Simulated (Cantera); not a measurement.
**NO annealing gas**

An isothermal, constant-pressure homogeneous reactor starts with 27.8 % NO, 72.2 % N₂, at 2100 K and 158 Torr.

Detailed kinetics in Cantera: GRI-Mech 3.0 (53 species, 325 reactions).

```csv
t (s),x NO,x O,x O₂,x NO₂,x N₂O,x N₂
0.000300,0.278,1.19e-5,2.49e-7,8.79e-7,9.78e-6,0.722
0.000697,0.278,3.01e-5,1.50e-6,3.04e-6,1.90e-5,0.722
0.00162,0.278,7.82e-5,1.02e-5,8.95e-6,3.04e-5,0.722
0.00376,0.277,0.000174,7.15e-5,2.01e-5,3.65e-5,0.722
0.00874,0.277,0.000248,0.000366,2.81e-5,3.62e-5,0.723
0.0203,0.275,0.000270,0.00119,3.05e-5,3.55e-5,0.723
0.0472,0.271,0.000302,0.00316,3.44e-5,3.42e-5,0.725
0.110,0.261,0.000368,0.00798,4.17e-5,3.13e-5,0.730
0.254,0.237,0.000492,0.0198,5.26e-5,2.51e-5,0.742
0.591,0.183,0.000697,0.0471,5.92e-5,1.42e-5,0.770
1.37,0.0915,0.000942,0.0926,4.10e-5,3.52e-6,0.815
3.19,0.0240,0.00109,0.126,1.25e-5,4.12e-7,0.849
7.41,0.00908,0.00112,0.134,4.87e-6,2.27e-7,0.856
17.2,0.00832,0.00112,0.134,4.48e-6,2.22e-7,0.856
40.0,0.00832,0.00112,0.134,4.47e-6,2.22e-7,0.856
```
x: mole fraction; the columns are a selection and need not sum to one.

Equilibrium at this temperature and pressure: NO 0.00832, O 0.00112, O₂ 0.134, NO₂ 4.47e-6, N₂O 2.22e-7, N₂ 0.856 (gas phase only).
